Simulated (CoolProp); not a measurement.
Saturated liquid density (kg/m³) of n-butane: the reference equation beside estimates from Tc = 425.1 K, pc = 3.796 MPa, ω = 0.201.

Values from CoolProp's reference Helmholtz-energy equation of state, Bücker 2006.

```json
[
 {"T (K)": "214.7", "reference": "659.9", "van der Waals": "408.1", "Redlich-Kwong": "605.7"},
 {"T (K)": "230.1", "reference": "?", "van der Waals": "399.5", "Redlich-Kwong": "591.5"},
 {"T (K)": "245.6", "reference": "629.4", "van der Waals": "390.5", "Redlich-Kwong": "576.2"},
 {"T (K)": "261", "reference": "613.6", "van der Waals": "381.1", "Redlich-Kwong": "560.0"},
 {"T (K)": "276.5", "reference": "597.1", "van der Waals": "?", "Redlich-Kwong": "542.5"},
 {"T (K)": "291.9", "reference": "580.0", "van der Waals": "360.4", "Redlich-Kwong": "523.8"},
 {"T (K)": "307.3", "reference": "562.0", "van der Waals": "?", "Redlich-Kwong": "?"},
 {"T (K)": "322.8", "reference": "542.8", "van der Waals": "336.7", "Redlich-Kwong": "481.6"},
 {"T (K)": "338.2", "reference": "522.2", "van der Waals": "323.4", "Redlich-Kwong": "?"},
 {"T (K)": "353.7", "reference": "499.6", "van der Waals": "308.7", "Redlich-Kwong": "431.1"},
 {"T (K)": "369.1", "reference": "474.3", "van der Waals": "292.3", "Redlich-Kwong": "401.6"}
]
```

### Question
Fill in the missing entries.

### Answer

- 230.1, reference: 644.9
- 276.5, van der Waals: 371.0
- 307.3, van der Waals: 349.0
- 307.3, Redlich-Kwong: 503.6
- 338.2, Redlich-Kwong: 457.7

Absolute difference from the reference over all 11 rows, mean and median: van der Waals 38.0 and 38.0 %, Redlich-Kwong 10.5 and 9.7 %.
